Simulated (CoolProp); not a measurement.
R123 along the isobar 17.5 MPa: fugacity coefficient from the reference equation and from simpler models built on Tc = 456.8 K, pc = 3.662 MPa, ω = 0.282; each cubic takes its own stable root.

The numbers come from the reference Helmholtz-energy equation of state, Younglove 1994 in CoolProp. It is a modified Benedict-Webb-Rubin equation, recast in Helmholtz form.

```
T (K)   phase  reference  Redlich-Kwong  Soave-Redlich-Kwong
-----  ------  ---------  -------------  -------------------
202    liquid   4.401e-5      0.0002089             5.068e-5
212.3  liquid  0.0001060      0.0004478            0.0001195
222.6  liquid  0.0002317      0.0008768            0.0002570
232.9  liquid  0.0004664       0.001590            0.0005111
243.2  liquid  0.0008738       0.002703            0.0009492
253.5  liquid   0.001539       0.004344             0.001661
263.8  liquid   0.002567       0.006652             0.002760
274.1  liquid   0.004083       0.009769             0.004379
284.4  liquid   0.006228        0.01383             0.006673
294.7  liquid   0.009154        0.01896             0.009806
305    liquid    0.01302        0.02527              0.01395
315.3  liquid    0.01797        0.03285              0.01929
```
